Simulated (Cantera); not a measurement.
Feed: 1 mol Si, 1.2 mol HBr, 0.57 mol H2, equilibrated at 777 °C and 10.0 Torr.

Method: chemical equilibrium by Gibbs-energy minimisation in Cantera with the NASA 1993 tables (ideal gas, pure condensed phases). Candidate condensed phases: Br2, Si; 19 gas species. The tables' values for SiBr3 are old estimates; treat these amounts as uncertain. Rates play no part.

Base state: H2 0.723, SiBr4 0.159, HBr 0.0923, SiBr2 0.0144, SiHBr3 0.00759, SiBr3 0.00366, SiH2Br2 0.000171 (mole fractions); condensed: Si(s).

**Question.** What changes in the equilibrium state with this change: temperature from 777 °C to 377 °C?

**Answer.** 
```
species       before    after
----------  --------  -------
H2             0.723    0.793
SiBr4          0.159    0.199
SiHBr3       0.00759  0.00636
HBr           0.0923  0.00105
SiBr2         0.0144  3.66e-7
SiBr3        0.00366  2.16e-6
SiH2Br2     0.000171  9.38e-5
Si(s), mol     0.720    0.698
```

**Question.** What changes in the equilibrium state with this change: HBr from 1.2 to 12 mol?

**Answer.** 
```csv
species,before,after
HBr,0.0923,0.692
H2,0.723,0.222
SiBr4,0.159,0.0861
SiBr2,0.0144,4.24e-5
SiH2Br2,0.000171,1.55e-7
SiHBr3,0.00759,0.000168
"Si(s), mol",0.720,0
```

**Question.** What changes in the equilibrium state with this change: 0.86 mol O2 added?

**Answer.** 
| species | before | after |
|---|---|---|
| H2 | 0.723 | 0.520 |
| HBr | 0.0923 | 0.394 |
| SiBr4 | 0.159 | 0.0845 |
| SiBr2 | 0.0144 | 0.000300 |
| SiH2Br2 | 0.000171 | 2.57e-6 |
| SiHBr3 | 0.00759 | 0.000678 |
| SiBr3 | 0.00366 | 0.000386 |
| Br | 8.65e-6 | 4.35e-5 |
| Si(s), mol | 0.720 | 0 |
| SiO2(β-quartz), mol | 0 | 0.860 |
Further candidate phases: H2O, SiO2.
